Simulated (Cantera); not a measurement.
A closed system holds: 1 mol Si3N4, 0.066 mol H2O, 8.4 mol N2, held at 120 Pa.

Cantera equilibrium calculation (NASA polynomials, part measured and part estimated; ideal gas, pure solids and liquids). Candidate condensed phases: H2O, Si, SiO2, Si2N2O, Si3N4; 35 gas species. Mutual solubility and eutectic melting of coexisting phases are not modelled. Equilibrium is a limit: real reactors are often held back by kinetics, nucleation or transport.

**Question.** What share of the Si ends up in condensed phases as a function of T (K), at 1350, 1400, 1450, 1500, 1550, 1600, 1650, 1700, 1750, 1800, 1850, 1900, 1950, 2000?

**Answer.** 
| T (K) | Si condensed (%) | as |
|---|---|---|
| 1350 | 100.0 | Si2N2O(s) + Si3N4(s) |
| 1400 | 100.0 | Si2N2O(s) + Si3N4(s) |
| 1450 | 100.0 | Si2N2O(s) + Si3N4(s) |
| 1500 | 99.9 | Si2N2O(s) + Si3N4(s) |
| 1550 | 99.7 | Si2N2O(s) + Si3N4(s) |
| 1600 | 98.7 | Si2N2O(s) + Si3N4(s) |
| 1650 | 97.8 | Si3N4(s) |
| 1700 | 97.6 | Si(l) |
| 1750 | 97.3 | Si(l) |
| 1800 | 96.8 | Si(l) |
| 1850 | 95.8 | Si(l) |
| 1900 | 93.8 | Si(l) |
| 1950 | 90.2 | Si(l) |
| 2000 | 83.7 | Si(l) |
